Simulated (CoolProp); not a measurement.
A single-stage vapour-compression cycle with fluoroethane (R161): evaporating at 199.15 K (dew point), condensing at 237.15 K (bubble point), superheat 5 K, subcooling 0 K, compressor efficiency 0.65, no pressure losses. Each further row changes one setting.

Values from CoolProp's reference Helmholtz-energy equation of state, Wu 2012.

| case | cooling COP | pressure ratio | discharge temperature (K) | refrigerating effect (kJ/kg) | volumetric capacity (kJ/m³) |
|---|---|---|---|---|---|
| as stated | 2.91 | 8.21 | 323.9 | 393 | 149 |
| evaporating temperature 204.15 K | … | 5.90 | 310.8 | … | 204 |
| condensing temperature 232.15 K | … | 6.51 | 310.4 | 403 | 152 |
| subcooling 5 K | 2.98 | 8.21 | 323.9 | 403 | 152 |
| superheat 15 K | … | 8.21 | 335.9 | 403 | 145 |
| compressor efficiency 0.55 | 2.46 | 8.21 | 342.0 | 393 | 149 |

Complete the blanks.


- evaporating temperature 204.15 K, cooling COP: 3.51
- evaporating temperature 204.15 K, refrigerating effect (kJ/kg): 398
- condensing temperature 232.15 K, cooling COP: 3.41
- superheat 15 K, cooling COP: 2.85
